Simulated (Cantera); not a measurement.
**SrCl₂ + O₂ + N₂ (halide evaporation, hydrolysis and transport)**

A closed system holds: 1 mol SrCl₂, 4.5 mol O₂, 410 mol N₂, equilibrated at 0.950 bar.

These are equilibrium values from Cantera (NASA tables, ideal gas, pure condensed phases), not measurements of a reactor. Candidate condensed phases: Sr, SrCl₂, SrO; 16 gas species. Mutual solubility and eutectic melting of coexisting phases are not modelled. Condensed phases not in the tables: oxide chlorides. Equilibrium is a limit: real reactors are often held back by kinetics, nucleation or transport.

```
T (K)   x N₂     x O₂      x NO   x SrCl₂      x Cl  n SrCl₂(l)  n SrO(s)
-----  -----  -------  --------  --------  --------  ----------  --------
1325   0.989   0.0108  0.000118   2.16e-5   2.01e-6       0.991  0.000424
1400   0.989   0.0108  0.000184   8.99e-5   5.89e-6       0.962   0.00124
1475   0.989   0.0107  0.000273  0.000319   1.54e-5       0.865   0.00325
1550   0.988   0.0106  0.000391  0.000985   3.67e-5       0.583   0.00771
1625   0.986   0.0105  0.000539   0.00237   7.50e-5           0    0.0157
1700   0.986   0.0104  0.000724   0.00236   9.65e-5           0    0.0202
1775   0.986   0.0103  0.000946   0.00235  0.000122           0    0.0254
1850   0.986   0.0102   0.00121   0.00233  0.000151           0    0.0315
1925   0.986   0.0100   0.00151   0.00231  0.000185           0    0.0383
2000   0.986  0.00981   0.00185   0.00229  0.000222           0    0.0459
2075   0.986  0.00959   0.00223   0.00227  0.000264           0    0.0541
2150   0.985  0.00933   0.00265   0.00225  0.000310           0    0.0624
```
x: gas mole fraction; n: condensed amount in mol.

From 1325 K to 1550 K the condensed part is SrCl₂(l) + SrO(s). From 1625 K to 2150 K the condensed part is SrO(s). The main Sr-bearing gas is SrCl₂ throughout. The share of Sr in condensed phases is highest at 1325 K (99.1 %) and lowest at 1625 K (1.6 %).
